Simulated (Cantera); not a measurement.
A diamond (100) surface in a fixed gas of H2 with x(CH4) = 0.012, x(CH3) = 1.4e-05, at 1350 K, 0.0207 atm; coverages are run to steady state.

Model: the Harris–Goodwin 1993 mechanism for the reconstructed diamond (100) surface, integrated in Cantera.

θ: site fractions in the mechanism's names (c6HH fully hydrogenated, c6H* and c6*H radical sites, c6** diradical, c6HM methylated).

```csv
x(H),growth (µm/h),θ c6HH,θ c6H*,θ c6*H,θ c6**
0.0001,…,0.685,0.0287,0.283,0.00367
0.00021,…,0.570,0.0387,0.382,0.00916
0.00044,…,0.479,0.0462,0.456,0.0184
0.00093,…,0.419,0.0508,0.500,0.0300
0.0019,…,0.385,0.0529,0.522,0.0403
0.0041,…,0.366,0.0540,0.532,0.0483
0.0086,…,0.356,0.0544,0.536,0.0529
0.018,…,0.352,0.0547,0.538,0.0554
0.038,…,0.350,0.0548,0.539,0.0567
```

Problem. What belongs in the gaps?

Solution. 
- 0.0001, growth (µm/h): 0.000322
- 0.00021, growth (µm/h): 0.00155
- 0.00044, growth (µm/h): 0.00558
- 0.00093, growth (µm/h): 0.0148
- 0.0019, growth (µm/h): 0.0280
- 0.0041, growth (µm/h): 0.0434
- 0.0086, growth (µm/h): 0.0572
- 0.018, growth (µm/h): 0.0721
- 0.038, growth (µm/h): 0.0936
